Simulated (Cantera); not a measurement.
# Ammonia decomposition in nitride growth gas

An isothermal, constant-pressure homogeneous reactor starts with NH3 : H2 = 1 : 1.4 (molar parts), at 2350 K and 10.00 Torr.

Detailed kinetics in Cantera: the gas-phase N/H chemistry of the illustrative SiF4/NH3 mechanism in the Surface Chemkin manual (1991). Walls and surfaces, which speed up NH3 decomposition in real reactors, are not modelled.

| t (s) | x NH3 | x H2 | x NH | x N2H4 | x NH2 |
|---|---|---|---|---|---|
| 2.00e-5 | 0.417 | 0.583 | 9.37e-9 | <1e-12 | 4.03e-5 |
| 0.000100 | 0.416 | 0.583 | 5.08e-7 | 2.41e-11 | 0.000209 |
| 0.000503 | 0.415 | 0.583 | 1.47e-5 | 5.90e-10 | 0.00103 |
| 0.00252 | 0.407 | 0.587 | 0.000124 | 5.20e-9 | 0.00304 |
| 0.0126 | 0.355 | 0.620 | 0.000129 | 4.63e-9 | 0.00287 |
| 0.0633 | 0.190 | 0.727 | 0.000107 | 1.94e-9 | 0.00186 |
| 0.317 | 0.0128 | 0.839 | 4.54e-5 | 5.14e-11 | 0.000303 |
| 1.59 | 5.28e-7 | 0.788 | 2.77e-7 | <1e-12 | 1.51e-7 |
| 7.98 | 4.32e-8 | 0.765 | 4.41e-8 | <1e-12 | 1.72e-8 |
| 40.0 | 4.11e-8 | 0.765 | 4.20e-8 | <1e-12 | 1.64e-8 |
x: mole fraction; the columns are a selection and need not sum to one.

Equilibrium at this temperature and pressure: NH3 4.11e-8, H2 0.765, NH 4.20e-8, N2H4 <1e-12, NH2 1.64e-8 (gas phase only).
